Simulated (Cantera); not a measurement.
A Cantera script and what it prints.

```python
import numpy as np
import cantera as ct

gas_names = """
    N N2 Si SiN Si2 Si2N Si3
""".split()
cond_names = """
    Si(cr) Si(L) Si3N4(a)
""".split()


def load(file, names, dense=False):
    # The tables refer to 1 bar. Condensed volumes are neglected.
    table = {s.name: s for s in ct.Species.list_from_file(file)}
    out = []
    for n in names:
        d = dict(table[n].input_data)
        d["thermo"] = dict(d["thermo"], **{"reference-pressure": 1e5})
        if dense:
            d["equation-of-state"] = {"model": "constant-volume", "density": "1e6 g/cm^3"}
        out.append(ct.Species.from_dict(d))
    return out


gas = ct.Solution(thermo="ideal-gas", species=load("nasa_gas.yaml", gas_names))
cond = {s.name: ct.Solution(thermo="fixed-stoichiometry", species=[s], name=s.name)
        for s in load("nasa_condensed.yaml", cond_names, dense=True)}
atoms = {
    'Si3N4': {'Si': 3, 'N': 4},
    'Si': {'Si': 1},
    'N2': {'N': 2},
}
top_T = {'Si3N4(a)': 2400}  # K; cautious upper limits of use, not melting points


def equilibrate(T, P, feed):
    n = {}
    for name, mol in feed.items():
        for a, k in atoms[name].items():
            n[a] = n.get(a, 0.0) + k * mol
    gas.TPX = T, P, n
    mass = sum(n.values()) * gas.mean_molecular_weight
    gas.equilibrate("TP")
    valid = [c for c in cond.values() if c.min_temp <= T <= top_T.get(c.name, c.max_temp)]
    mix = ct.Mixture([(gas, mass / gas.mean_molecular_weight)] + [(c, 0.0) for c in valid])
    mix.T, mix.P = T, P
    mix.equilibrate("TP", solver="vcs", rtol=1e-11, max_steps=5000)
    return mix


results = []
feed = {'Si3N4': 1, 'Si': 0.18, 'N2': 7.9}  # mol
P = 37000  # Pa
for T in [1498, 1598, 1698, 1798, 1898, 1998, 2098, 2198, 2298, 2398, 2498, 2598, 2698, 2798]:
    mix = equilibrate(T, P, feed)
    results.append((T, P, feed, dict(zip(mix.species_names, mix.species_moles))))
    x = sorted(zip(gas.X, gas.species_names), reverse=True)
    print(f"T = {T:g} K  P = {P:g} Pa  gas = {mix.phase_moles(0):.4g} mol")
    print("   x: " + "  ".join(f"{s} {v:.3e}" for v, s in x if v > 1e-05))
    print("   condensed (mol): " + ("  ".join(f"{mix.phase(i).name} {mix.phase_moles(i):.4g}"
          for i in range(1, mix.n_phases) if mix.phase_moles(i) > 1e-12) or "none"))
```

Result:

```
T = 1498 K  P = 37000 Pa  gas = 7.78 mol
   x: N2 1.000e+00
   condensed (mol): Si3N4(a) 1.06
T = 1598 K  P = 37000 Pa  gas = 7.78 mol
   x: N2 1.000e+00
   condensed (mol): Si3N4(a) 1.06
T = 1698 K  P = 37000 Pa  gas = 7.78 mol
   x: N2 1.000e+00
   condensed (mol): Si3N4(a) 1.06
T = 1798 K  P = 37000 Pa  gas = 7.78 mol
   x: N2 1.000e+00
   condensed (mol): Si3N4(a) 1.06
T = 1898 K  P = 37000 Pa  gas = 7.78 mol
   x: N2 1.000e+00
   condensed (mol): Si3N4(a) 1.06
T = 1998 K  P = 37000 Pa  gas = 7.781 mol
   x: N2 9.999e-01  Si 6.577e-05  SiN 1.046e-05
   condensed (mol): Si3N4(a) 1.06
T = 2098 K  P = 37000 Pa  gas = 9.904 mol
   x: N2 9.995e-01  Si 3.530e-04  Si2N 5.378e-05  SiN 4.472e-05
   condensed (mol): Si(L) 3.175
T = 2198 K  P = 37000 Pa  gas = 9.911 mol
   x: N2 9.988e-01  Si 9.774e-04  Si2N 1.114e-04  SiN 1.007e-04  Si2 1.559e-05
   condensed (mol): Si(L) 3.167
T = 2298 K  P = 37000 Pa  gas = 9.927 mol
   x: N2 9.970e-01  Si 2.474e-03  Si2N 2.160e-04  SiN 2.110e-04  Si2 4.758e-05
   condensed (mol): Si(L) 3.148
T = 2398 K  P = 37000 Pa  gas = 9.963 mol
   x: N2 9.932e-01  Si 5.788e-03  SiN 4.150e-04  Si2N 3.948e-04  Si2 1.319e-04  Si3 2.372e-05
   condensed (mol): Si(L) 3.107
T = 2498 K  P = 37000 Pa  gas = 10.04 mol
   x: N2 9.855e-01  Si 1.264e-02  SiN 7.711e-04  Si2N 6.847e-04  Si2 3.364e-04  Si3 5.818e-05
   condensed (mol): Si(L) 3.023
T = 2598 K  P = 37000 Pa  gas = 10.19 mol
   x: N2 9.706e-01  Si 2.597e-02  SiN 1.360e-03  Si2N 1.131e-03  Si2 7.964e-04  Si3 1.328e-04
   condensed (mol): Si(L) 2.858
T = 2698 K  P = 37000 Pa  gas = 10.47 mol
   x: N2 9.433e-01  Si 5.054e-02  SiN 2.282e-03  Si2N 1.785e-03  Si2 1.765e-03  Si3 2.841e-04
   condensed (mol): Si(L) 2.544
T = 2798 K  P = 37000 Pa  gas = 11.01 mol
   x: N2 8.957e-01  Si 9.371e-02  Si2 3.688e-03  SiN 3.643e-03  Si2N 2.687e-03  Si3 5.743e-04
   condensed (mol): Si(L) 1.948
```

These are equilibrium values from Cantera (NASA tables, ideal gas, pure condensed phases), not measurements of a reactor. The tables' values for SiN are old estimates; treat these amounts as uncertain.
